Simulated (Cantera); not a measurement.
Input (Python, Cantera) and output of one run.

```python
import numpy as np
import cantera as ct

gas_names = [...]  # 95 gases of nasa_gas.yaml made of C, F, H
cond_names = """
    C(gr) C6H6(L) C7H8(L) C8H18(L),n-octa
""".split()


# ... load() reads the species with a 1 bar reference pressure and builds the phases ...
atoms = {
    'CH2F2': {'C': 1, 'H': 2, 'F': 2},
    'H2': {'H': 2},
}
top_T = {'C(gr)': 4500}  # K; cautious upper limits of use, not melting points


# ... equilibrate(T, P, feed) seeds the gas with the atoms and calls Mixture.equilibrate('TP', solver="vcs", rtol=1e-11, max_steps=5000) ...
results = []
feed = {'CH2F2': 1, 'H2': 0.67}  # mol
P = 100000  # Pa
for T in [1675, 1825, 1975, 2125, 2275, 2425, 2575, 2725, 2875, 3025]:
    mix = equilibrate(T, P, feed)
    results.append((T, P, feed, dict(zip(mix.species_names, mix.species_moles))))
    x = sorted(zip(gas.X, gas.species_names), reverse=True)
    print(f"T = {T:g} K  P = {P:g} Pa  gas = {mix.phase_moles(0):.4g} mol")
    print("   x: " + "  ".join(f"{s} {v:.3e}" for v, s in x if v > 1e-05))
    print("   condensed (mol): " + ("  ".join(f"{mix.phase(i).name} {mix.phase_moles(i):.4g}"
          for i in range(1, mix.n_phases) if mix.phase_moles(i) > 1e-12) or "none"))
```

Result:

```
T = 1675 K  P = 100000 Pa  gas = 2.67 mol
   x: HF 7.491e-01  H2 2.508e-01  CH4 7.575e-05  H 5.814e-05  C2H2,acetylene 1.456e-05
   condensed (mol): C(gr) 0.9997
T = 1825 K  P = 100000 Pa  gas = 2.67 mol
   x: HF 7.490e-01  H2 2.507e-01  H 2.205e-04  C2H2,acetylene 5.384e-05  CH4 4.454e-05
   condensed (mol): C(gr) 0.9996
T = 1975 K  P = 100000 Pa  gas = 2.671 mol
   x: HF 7.488e-01  H2 2.503e-01  H 6.846e-04  C2H2,acetylene 1.625e-04  CH4 2.844e-05
   condensed (mol): C(gr) 0.999
T = 2125 K  P = 100000 Pa  gas = 2.672 mol
   x: HF 7.484e-01  H2 2.493e-01  H 1.813e-03  C2H2,acetylene 4.178e-04  CH4 1.934e-05
   condensed (mol): C(gr) 0.9977
T = 2275 K  P = 100000 Pa  gas = 2.676 mol
   x: HF 7.475e-01  H2 2.473e-01  H 4.222e-03  C2H2,acetylene 9.420e-04  F 1.401e-05  CH4 1.376e-05
   condensed (mol): C(gr) 0.9949
T = 2425 K  P = 100000 Pa  gas = 2.682 mol
   x: HF 7.457e-01  H2 2.435e-01  H 8.832e-03  C2H2,acetylene 1.901e-03  F 4.621e-05  CH4 1.008e-05
   condensed (mol): C(gr) 0.9896
T = 2575 K  P = 100000 Pa  gas = 2.693 mol
   x: HF 7.426e-01  H2 2.369e-01  H 1.686e-02  C2H2,acetylene 3.482e-03  F 1.335e-04  C4H2 2.120e-05  C2H 2.076e-05
   condensed (mol): C(gr) 0.9808
T = 2725 K  P = 100000 Pa  gas = 2.711 mol
   x: HF 7.374e-01  H2 2.265e-01  H 2.970e-02  C2H2,acetylene 5.839e-03  F 3.458e-04  C2H 8.496e-05  C4H2 6.257e-05  CF 2.123e-05  CH3 1.236e-05  C3 1.222e-05
   condensed (mol): C(gr) 0.9669
T = 2875 K  P = 100000 Pa  gas = 2.738 mol
   x: HF 7.294e-01  H2 2.114e-01  H 4.865e-02  C2H2,acetylene 9.002e-03  F 8.203e-04  C2H 2.952e-04  C4H2 1.598e-04  C3 7.749e-05  CF 7.231e-05  C2H2,vinylidene 2.100e-05  C2HF 1.547e-05  CH3 1.509e-05  C 1.464e-05
   condensed (mol): C(gr) 0.946
T = 3025 K  P = 100000 Pa  gas = 2.779 mol
   x: HF 7.176e-01  H2 1.912e-01  H 7.450e-02  C2H2,acetylene 1.278e-02  F 1.810e-03  C2H 8.869e-04  C3 4.063e-04  C4H2 3.565e-04  CF 2.205e-04  C 6.417e-05  C2H2,vinylidene 4.266e-05  C2 4.148e-05  C2HF 3.455e-05  CF2 1.754e-05  CH3 1.703e-05  CH2 1.550e-05  CH 1.210e-05  C6H2 1.056e-05
   condensed (mol): C(gr) 0.9147
```

Cantera equilibrium calculation (NASA polynomials, part measured and part estimated; ideal gas, pure solids and liquids).
